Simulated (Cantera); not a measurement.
Metals in furnace atmospheres: Pb + H₂O + N₂

Feed: 1 mol Pb, 9.2 mol H₂O, 1.1 mol N₂, at 1600000 Pa.

Method: chemical equilibrium by Gibbs-energy minimisation in Cantera with the NASA 1993 tables (ideal gas, pure condensed phases). Candidate condensed phases: H₂O, Pb, PbO, PbO₂, Pb₃O₄; 27 gas species. Each liquid is taken as pure. Mutual solubility and eutectic melting of coexisting phases are not modelled. Gases not in the tables: (PbO)n polymers. The numbers say what is thermodynamically allowed, not how fast it happens.

```csv
T (K),x H₂O,x N₂,x Pb,x H₂,x PbO,x OH,x Pb₂,x NO,n Pb(l),n PbO(yellow),n PbO(l)
800,0.893,0.107,3.84e-9,5.64e-5,4.38e-12,<1e-12,<1e-12,<1e-12,0.999,0.000581,0
850,0.893,0.107,1.99e-8,7.16e-5,5.20e-11,<1e-12,<1e-12,<1e-12,0.999,0.000738,0
900,0.893,0.107,8.55e-8,8.91e-5,4.66e-10,2.59e-12,<1e-12,<1e-12,0.999,0.000918,0
950,0.893,0.107,3.14e-7,0.000109,3.30e-9,1.75e-11,<1e-12,<1e-12,0.999,0.00112,0
1000,0.893,0.107,1.01e-6,0.000132,1.90e-8,9.77e-11,3.19e-12,3.73e-12,0.999,0.00135,0
1050,0.893,0.107,2.91e-6,0.000157,9.25e-8,4.62e-10,1.86e-11,2.19e-11,0.998,0.00161,0
1100,0.893,0.107,7.57e-6,0.000184,3.87e-7,1.90e-9,9.23e-11,1.09e-10,0.998,0.00189,0
1150,0.893,0.107,1.81e-5,0.000215,1.42e-6,6.87e-9,3.96e-10,4.71e-10,0.998,0.00220,0
1200,0.893,0.107,4.02e-5,0.000272,4.26e-6,2.13e-8,1.50e-9,1.64e-9,0.997,0,0.00275
1250,0.893,0.107,8.36e-5,0.000345,1.14e-5,5.99e-8,5.08e-9,5.05e-9,0.996,0,0.00344
1300,0.893,0.107,0.000164,0.000433,2.82e-5,1.55e-7,1.56e-8,1.42e-8,0.994,0,0.00417
1350,0.892,0.107,0.000306,0.000535,6.49e-5,3.73e-7,4.40e-8,3.70e-8,0.991,0,0.00484
1400,0.892,0.107,0.000545,0.000654,0.000140,8.43e-7,1.15e-7,8.96e-8,0.988,0,0.00530
1450,0.891,0.107,0.000931,0.000791,0.000285,1.80e-6,2.81e-7,2.04e-7,0.982,0,0.00521
```
x: gas mole fraction; n: condensed amount in mol.

From 800 K to 1150 K the condensed part is Pb(l) + PbO(yellow). From 1200 K to 1450 K the condensed part is Pb(l) + PbO(l).
